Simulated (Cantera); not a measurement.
Charge: 1 mol Ta, 1.8 mol CH4, 2.8 mol N2, 17 mol N2O, at 2475 °C and 0.200 Pa.

Cantera equilibrium calculation (NASA polynomials, part measured and part estimated; ideal gas, pure solids and liquids). Candidate condensed phases: C, C6H6, C7H8, C8H18, H2O, Ta, TaC, Ta2O5; 139 gas species. Rates play no part.

Base state: N2 0.451, O 0.319, H 0.164, CO 0.0411, TaO 0.0187, TaO2 0.00415, N 0.00112, NO 0.000577 (mole fractions); condensed: gas only.

Task: What changes in the equilibrium state with this change: temperature from 2475 °C to 1152 °C?

Result: 
```
species          before     after
-------------  --------  --------
N2                0.451     0.686
O2             0.000105     0.126
H2O             9.54e-9     0.124
O                 0.319  0.000348
H                 0.164   6.15e-5
TaO              0.0187     <1e-9
CO2             4.89e-6    0.0622
CO               0.0411  0.000186
TaO2            0.00415     <1e-9
N               0.00112     <1e-9
OH              3.59e-5   0.00103
Ta2O5(s), mol         0     0.500
```
